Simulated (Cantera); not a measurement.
Input: 1 mol Si2Cl6, a varied amount of H2, held at 1252 °C and 0.0133 bar.

These are equilibrium values from Cantera (NASA tables, ideal gas, pure condensed phases), not measurements of a reactor. Candidate condensed phases: Si; 19 gas species. The feed counts by its element totals alone. Kinetics and transport are ignored.

Problem. Which condensed phases are stable at each of these points (n(H2) (mol)): 6.8, 12, 20, 33, 56, 94, 160, 270?

Solution. 
| n(H2) (mol) | condensed phases | Si condensed (%) |
|---|---|---|
| 6.8 | gas only | 0.0 |
| 12 | Si(s) | 11.4 |
| 20 | Si(s) | 23.7 |
| 33 | Si(s) | 36.7 |
| 56 | Si(s) | 50.5 |
| 94 | Si(s) | 63.1 |
| 160 | Si(s) | 74.1 |
| 270 | Si(s) | 82.6 |

At 6.8 mol H2 nothing is condensed. From 12 mol H2 to 270 mol H2 the condensed part is Si(s).
